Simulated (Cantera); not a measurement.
A closed system holds: 1 mol Si₃N₄, 0.31 mol N₂O, 14 mol N₂, equilibrated at 10.0 Torr.

These are equilibrium values from Cantera (NASA tables, ideal gas, pure condensed phases), not measurements of a reactor. Candidate condensed phases: Si, SiO₂, Si₂N₂O, Si₃N₄; 16 gas species. Mutual solubility and eutectic melting of coexisting phases are not modelled. The tables' values for SiN are old estimates; treat these amounts as uncertain. Equilibrium is a limit: real reactors are often held back by kinetics, nucleation or transport.

x: gas mole fraction; n: condensed amount in mol.

| T (°C) | x N₂ | x Si | x SiO | x Si₂N | x SiN | x Si₂ | x Si₃ | n Si₂N₂O(s) | n Si₃N₄(s) | n Si(l) |
|---|---|---|---|---|---|---|---|---|---|---|
| 1450 | 0.996 | 2.34e-5 | 0.00389 | ? | 1.51e-6 | 3.50e-8 | 2.76e-9 | 0.254 | 0.812 | 0 |
| 1525 | 0.979 | 0.000174 | 0.0207 | ? | 8.86e-6 | 7.87e-7 | 1.41e-7 | 0.00341 | 0.895 | 0 |
| 1600 | 0.981 | 0.000661 | 0.0186 | ? | 2.72e-5 | 4.94e-6 | 1.13e-6 | 0 | 0 | 2.68 |
| 1675 | 0.979 | 0.00174 | 0.0186 | ? | 5.89e-5 | 1.59e-5 | 3.49e-6 | 0 | 0 | 2.66 |
| 1750 | 0.977 | 0.00427 | 0.0186 | ? | 0.000120 | 4.67e-5 | 9.91e-6 | 0 | 0 | 2.61 |
| 1825 | 0.971 | 0.00980 | 0.0185 | ? | 0.000232 | 0.000127 | 2.60e-5 | 0 | 0 | 2.51 |
| 1900 | 0.959 | 0.0212 | 0.0182 | ? | 0.000427 | 0.000322 | 6.36e-5 | 0 | 0 | 2.29 |

Task: Some entries are withheld; supply them.

Result: 
- 1450, x Si₂N: 8.40e-7
- 1525, x Si₂N: 1.07e-5
- 1600, x Si₂N: 4.05e-5
- 1675, x Si₂N: 8.12e-5
- 1750, x Si₂N: 0.000154
- 1825, x Si₂N: 0.000279
- 1900, x Si₂N: 0.000483
